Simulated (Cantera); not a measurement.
What does this Cantera script print?

```python
import numpy as np
import cantera as ct

gas_names = """
    C CH CH2 CH3 CH4 CN C2 C2H C2H2,acetylene C2H2,vinylidene C2H3,vinyl CH3CN C2H4 C2H5 C2H6 CCN CNC
    C2N2 C3 C3H3,propargyl C3H4,allene C3H4,propyne C3H4,cyclo- C3H5,allyl C3H6,propylene C3H6,cyclo-
    C3H7,n-propyl C3H7,i-propyl C3H8 C4 C4H2 C4H4,1,3-cyclo- C4H6,butadiene C4H6,2-butyne C4H6,cyclo-
    C4H8,1-butene C4H8,cis2-buten C4H8,tr2-butene C4H8,isobutene C4H8,cyclo- C4H9,n-butyl C4H9,i-butyl
    C4H9,s-butyl C4H9,t-butyl C4H10,isobutane C4H10,n-butane C4N2 C5 C5H6,1,3cyclo- C5H8,cyclo-
    C5H10,1-pentene C5H10,cyclo- C5H11,pentyl C5H11,t-pentyl C5H12,n-pentane C5H12,i-pentane
    CH3C(CH3)2CH3 C6H2 C6H5,phenyl C6H6 C6H10,cyclo- C6H12,1-hexene C6H12,cyclo- C6H13,n-hexyl
    C7H7,benzyl C7H8 C7H14,1-heptene C7H15,n-heptyl C7H16,n-heptane C8H8,styrene C8H10,ethylbenz
    C8H16,1-octene C8H17,n-octyl C8H18,isooctane C8H18,n-octane C9H19,n-nonyl C10H8,naphthale
    C10H21,n-decyl C12H9,o-bipheny C12H10,bipheny H HCN HCCN HNC H2 N NH NH2 NH3 N2 N2H2 N2H4
""".split()
cond_names = """
    C(gr) C6H6(L) C7H8(L) C8H18(L),n-octa
""".split()


def load(file, names, dense=False):
    # The tables refer to 1 bar. Condensed volumes are neglected.
    table = {s.name: s for s in ct.Species.list_from_file(file)}
    out = []
    for n in names:
        d = dict(table[n].input_data)
        d["thermo"] = dict(d["thermo"], **{"reference-pressure": 1e5})
        if dense:
            d["equation-of-state"] = {"model": "constant-volume", "density": "1e6 g/cm^3"}
        out.append(ct.Species.from_dict(d))
    return out


gas = ct.Solution(thermo="ideal-gas", species=load("nasa_gas.yaml", gas_names))
cond = {s.name: ct.Solution(thermo="fixed-stoichiometry", species=[s], name=s.name)
        for s in load("nasa_condensed.yaml", cond_names, dense=True)}
atoms = {
    'C2H6': {'C': 2, 'H': 6},
    'NH3': {'N': 1, 'H': 3},
    'N2': {'N': 2},
}
top_T = {'C(gr)': 4500}  # K; cautious upper limits of use, not melting points


def equilibrate(T, P, feed):
    n = {}
    for name, mol in feed.items():
        for a, k in atoms[name].items():
            n[a] = n.get(a, 0.0) + k * mol
    gas.TPX = T, P, n
    mass = sum(n.values()) * gas.mean_molecular_weight
    gas.equilibrate("TP")
    valid = [c for c in cond.values() if c.min_temp <= T <= top_T.get(c.name, c.max_temp)]
    mix = ct.Mixture([(gas, mass / gas.mean_molecular_weight)] + [(c, 0.0) for c in valid])
    mix.T, mix.P = T, P
    mix.equilibrate("TP", solver="vcs", rtol=1e-11, max_steps=5000)
    return mix


results = []
feed = {'C2H6': 1, 'NH3': 2.5, 'N2': 0.19}  # mol
T = 1125  # K
P = 13332.2  # Pa
mix = equilibrate(T, P, feed)
results.append((T, P, feed, dict(zip(mix.species_names, mix.species_moles))))
print(gas.report(threshold=0.0001))
for i in range(1, mix.n_phases):
    print(f"{mix.phase(i).name:16s} {mix.phase_moles(i):12.5e} mol")
```

Output:

```
       temperature   1125 K
          pressure   13332 Pa
           density   0.0094578 kg/m^3
  mean mol. weight   6.6355 kg/kmol
   phase of matter   gas

                          1 kg             1 kmol
                     ---------------   ---------------
          enthalpy        3.7007e+06        2.4556e+07  J
   internal energy        2.2911e+06        1.5203e+07  J
           entropy             30411         2.018e+05  J/K
    Gibbs function       -3.0512e+07       -2.0246e+08  J
 heat capacity c_p            4720.6             31324  J/K
 heat capacity c_v            3467.6             23009  J/K

                      mass frac. Y      mole frac. X     chem. pot. / RT
                     ---------------   ---------------   ---------------
               CH4         0.0062704         0.0025935           -41.734
                H2           0.24947           0.82111           -20.018
                N2           0.74418           0.17627           -28.926
     [  +89 minor]        7.7942e-05        2.3513e-05

C(gr)             1.97872e+00 mol
```

These are equilibrium values from Cantera (NASA tables, ideal gas, pure condensed phases), not measurements of a reactor.
